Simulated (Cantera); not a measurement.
## Hydrocarbon pyrolysis for carbon deposition

An isothermal, constant-pressure homogeneous reactor starts with 1.25 % C2H6, 98.7 % N2, at 1000 K and 1200 Torr.

Cantera simulation using GRI-Mech 3.0 (53 species, 325 reactions); the numbers are that mechanism's predictions, not measurements. GRI-Mech 3.0 stops at C3 and has no aromatics, soot or wall deposition, so with more carbon than oxygen in the feed, carbon stays in small species such as C2H2 where larger ones or solid carbon would form.

```tsv
t (s)	x C2H6	x C2H	x C2H2	x H	x C2H4	x CH2
3.00e-6	0.0125	<1e-12	<1e-12	<1e-12	<1e-12	<1e-12
1.25e-5	0.0125	<1e-12	<1e-12	<1e-12	<1e-12	<1e-12
5.19e-5	0.0125	<1e-12	<1e-12	1.17e-12	7.03e-12	<1e-12
0.000216	0.0125	<1e-12	<1e-12	1.95e-11	4.65e-10	<1e-12
0.000896	0.0125	<1e-12	<1e-12	2.64e-10	2.71e-8	<1e-12
0.00373	0.0125	<1e-12	3.87e-12	2.10e-9	1.05e-6	<1e-12
0.0155	0.0125	<1e-12	1.72e-9	8.81e-9	2.22e-5	<1e-12
0.0644	0.0123	<1e-12	1.81e-7	1.48e-8	0.000226	<1e-12
0.268	0.0114	<1e-12	4.20e-6	1.50e-8	0.00112	<1e-12
1.11	0.00826	<1e-12	4.94e-5	1.47e-8	0.00409	<1e-12
4.63	0.00293	<1e-12	0.000273	1.09e-8	0.00904	<1e-12
19.2	0.000702	<1e-12	0.000665	5.84e-9	0.0107	<1e-12
80.0	0.000531	<1e-12	0.00101	4.96e-9	0.0104	<1e-12
```
x: mole fraction; the columns are a selection and need not sum to one.

Equilibrium at this temperature and pressure: C2H6 1.43e-5, C2H <1e-12, C2H2 0.000694, H 8.88e-11, C2H4 0.00137, CH2 <1e-12 (gas phase only).
